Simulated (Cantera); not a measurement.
A closed system holds: 1 mol CaO, 6.3 mol F₂, 2.9 mol O₂, at 1298.15 K and 13300 Pa.

Equilibrium computed with Cantera from the NASA thermochemical tables; the gas is ideal and each condensed phase is pure. Candidate condensed phases: Ca, CaF₂, CaO; 13 gas species. Kinetics and transport are ignored.

Base state: F 0.676, O₂ 0.259, F₂ 0.0654, FO₂ 2.74e-5, FO 2.67e-5 (mole fractions); condensed: CaF₂(s).

What changes in the equilibrium state with this change: F₂ from 6.3 to 0.71 mol?


| species | before | after |
|---|---|---|
| O₂ | 0.259 | 1.000 |
| F | 0.676 | <1e-9 |
| F₂ | 0.0654 | <1e-9 |
| FO₂ | 2.74e-5 | <1e-9 |
| FO | 2.67e-5 | <1e-9 |
| CaF₂(s), mol | 1.000 | 0.710 |
| CaO(s), mol | 0 | 0.290 |
Mutual solubility and eutectic melting of coexisting phases are not modelled.

What changes in the equilibrium state with this change: temperature from 1298.15 K to 1048.15 K?


```csv
species,before,after
F₂,0.0654,0.395
O₂,0.259,0.339
F,0.676,0.266
FO,2.67e-5,6.70e-6
FO₂,2.74e-5,6.51e-5
"CaF₂(s), mol",1.000,1.00
```
